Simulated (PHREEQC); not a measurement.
Consider water at 20 °C with 0.2 mol/kgw KOH, 0.03 mol/kgw K2SO4 and 0.33 mol/kgw KH2PO4. Closed to the air; pH follows from the charge balance.

Equilibrium calculation in PHREEQC: ion-association model, phreeqc.dat.

Each row changes one thing in this solution. No solid was allowed to form.

```
case                                          pH  ionic strength (mol/kgw)  K+ (mol/kgw)  HPO4-2 (mol/kgw)  H2PO4- (mol/kgw)  KHPO4- (mol/kgw)
------------------------------------------  ----  ------------------------  ------------  ----------------  ----------------  ----------------
as made                                     6.78                     0.735         0.547             0.169             0.130            0.0315
KOH replaced by K2CO3 at the same molality  6.90                         …         0.735             0.185                 …            0.0426
temperature from 20 to 70 °C                6.64                     0.734         0.547             0.172             0.130            0.0276
0.05 mol/kgw TMAH added                     7.08                     0.824         0.542             0.212            0.0800            0.0377
KH2PO4 from 0.33 to 0.66 mol/kgw            6.17                      1.04         0.866             0.159             0.460            0.0414
```

Problem. What belongs in the gaps?

Solution. 
- KOH replaced by K2CO3 at the same molality, ionic strength (mol/kgw): 0.938
- KOH replaced by K2CO3 at the same molality, H2PO4- (mol/kgw): 0.102

The ionic strength passes 0.7 mol/kgw, the rough limit of the ion-association models, in every such run. At this temperature some constants are extrapolated from 25 °C, and those without enthalpy data are left unchanged.
